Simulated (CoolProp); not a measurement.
R227EA along the isobar 0.426 MPa: density (kg/m³) from the reference equation and from simpler models built on Tc = 374.9 K, pc = 2.925 MPa, ω = 0.358; each cubic takes its own stable root.

The numbers come from the reference Helmholtz-energy equation of state, Lemmon 2016 in CoolProp.

```
T (K)   phase  reference  van der Waals  Redlich-Kwong  Soave-Redlich-Kwong  Peng-Robinson
-----  ------  ---------  -------------  -------------  -------------------  -------------
153.4  liquid        ___           1098           1635                 1671           1873
172.9  liquid       1805           1070           1591                 1635           1835
192.5  liquid       1748           1040           1542                 1594           1793
212.1  liquid       1690           1008           1488                 1548           1744
231.6  liquid       1629            ___           1429                 1497           1689
251.2  liquid       1565          39.60           1364                 1438           1625
270.8  liquid       1496          35.84           1289                 1369           1550
290.3  liquid       1421          32.82          33.78                 1288           1461
309.9     gas      31.54          30.31          30.94                31.30          31.53
329.5     gas      28.89          28.19          28.61                28.80          28.99
349       gas      26.78          26.38          26.66                26.74          26.92
368.6     gas      25.01          24.80            ___                25.00          25.15
```

Q: Some entries are withheld; supply them.

A: 
- 153.4, reference: 1859
- 231.6, van der Waals: 972.7
- 368.6, Redlich-Kwong: 24.98

At some of these states van der Waals, Redlich-Kwong gives the other phase, because its saturation line lies elsewhere.
